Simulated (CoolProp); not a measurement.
The numbers come from the reference Helmholtz-energy equation of state, Lemmon 2005 in CoolProp.

Give the vapour pressure (MPa), enthalpy of vaporisation (kJ/kg), surface tension (mN/m), vapour viscosity (µPa s) of saturated R125 at 274.5, 284 K.


```
T (K)  p (MPa)  enthalpy of vaporisation (kJ/kg)  surface tension (mN/m)  vapour viscosity (µPa s)
-----  -------  --------------------------------  ----------------------  ------------------------
274.5    0.700                               132                    6.76                      12.0
284      0.932                               124                    5.56                      12.5
```

Viscosity comes from a separate model (Huber 2006). Surface tension comes from a separate correlation (Mulero 2012).
